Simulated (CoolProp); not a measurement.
Saturation properties of R1234ze(Z) (Tc = 423.3 K, pc = 3.531 MPa, ω = 0.327).

Values from CoolProp's reference Helmholtz-energy equation of state, Akasaka 2019.

```tsv
T (K)	p (MPa)	enthalpy of vaporisation (kJ/kg)	liquid cp (kJ/(kg K))
288.5	0.1255	211.9	1.247
301.1	0.1963	204.4	1.283
313.7	0.2949	196.2	1.322
326.3	0.4278	187.3	1.365
338.9	0.6021	177.5	1.414
351.5	0.8258	166.6	1.472
364.1	1.107	154.3	1.544
376.7	1.455	140.3	1.643
389.3	1.881	123.6	1.796
```

It boils at 282.9 K under 1 atm.
